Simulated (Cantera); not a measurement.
**Pyrogenic steam for wet oxidation**

An isothermal, constant-pressure homogeneous reactor starts with 22.8 % H2, 17.5 % O2, 59.6 % N2, equivalence ratio 0.65, at 973 K and 360 Torr.

Detailed kinetics in Cantera: GRI-Mech 3.0 (53 species, 325 reactions). The temperature is held fixed by assumption; the heat of reaction is taken as removed at once.

```tsv
t (s)	x H2	x O2	x H2O	x H	x NO	x HO2
1.00e-6	0.228	0.175	<1e-12	6.36e-12	<1e-12	6.65e-12
1.09e-5	0.228	0.175	2.03e-11	7.13e-11	<1e-12	8.41e-11
0.000119	0.228	0.175	1.84e-8	9.40e-9	<1e-12	9.22e-9
0.00130	0.0264	0.0815	0.227	7.15e-5	3.72e-7	7.70e-5
0.0141	0.0232	0.0800	0.231	1.32e-6	2.07e-7	4.55e-5
0.154	0.00922	0.0735	0.247	7.13e-7	1.78e-7	3.50e-5
1.68	0.000168	0.0694	0.257	2.68e-9	2.29e-8	2.38e-6
18.3	3.20e-6	0.0693	0.257	7.93e-12	1.35e-8	7.64e-8
200	1.02e-10	0.0693	0.257	<1e-12	3.62e-7	5.32e-10
```
x: mole fraction; the columns are a selection and need not sum to one.

Equilibrium at this temperature and pressure: H2 5.43e-11, O2 0.0693, H2O 0.257, H <1e-12, NO 1.23e-5, HO2 3.47e-10 (gas phase only).
